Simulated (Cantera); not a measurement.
Input: 1 mol Si, 0.0018 mol H2O, 3 mol H2, held at 1375 K and 1.00 bar.

Cantera equilibrium calculation (NASA polynomials, part measured and part estimated; ideal gas, pure solids and liquids). Candidate condensed phases: H2O, Si, SiO2; 18 gas species. Mutual solubility and eutectic melting of coexisting phases are not modelled. The tables hold silica as quartz up to 1696 K and as liquid above; real silica turns to tridymite and cristobalite and melts near 1996 K. Rates play no part.

Question: What is the equilibrium state?

Answer: 
- x(H2): 1.000
- x(SiO): 4.30e-5
- x(H): 3.43e-6
- n(Si(s)): 0.999 mol
- n(SiO2(β-quartz)): 0.000834 mol
- gas amount: 3.002 mol
